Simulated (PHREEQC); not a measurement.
Model water analysis in mmol/kgw, 25 °C, pH 3.48, pe 9.5:

```
constituent  mmol/kgw
-----------  --------
Na               1.48
K                1.85
Ca               9.52
Mg               1.91
Cl               1.81
S(6)             13.2
Al              0.331
Cd              0.073
```

Valence states are taken as typed.

Equilibrium calculation in PHREEQC: ion-association model, phreeqc.dat.

| quantity | before | after |
|---|---|---|
| ionic strength (mol/kgw) | 0.0376 | 0.0345 |
| SO4-2 (mol/kgw) | 0.00914 | 0.00819 |
| Ca+2 (mol/kgw) | 0.00675 | 0.00653 |
| CaSO4 (mol/kgw) | 0.00276 | 0.00298 |
| Mg+2 (mol/kgw) | 0.00123 | 0.000848 |
| MgSO4 (mol/kgw) | 0.000678 | 0.00106 |
| SI of Gypsum (CaSO4:2H2O) | -0.22 | -0.21 |
| SI of Gibbsite (Al(OH)3) | -2.52 | -0.49 |

Problem. Which change was made?
A. Mg from 1.91 to 3.82 mmol/kgw
B. Mg from 1.91 to 5.73 mmol/kgw
C. temperature from 25 to 70 °C at the same typed pH

Solution. C, temperature from 25 to 70 °C at the same typed pH

This is a speciation only: nothing precipitates in the calculation. Constants without temperature data keep their 25 °C values here.
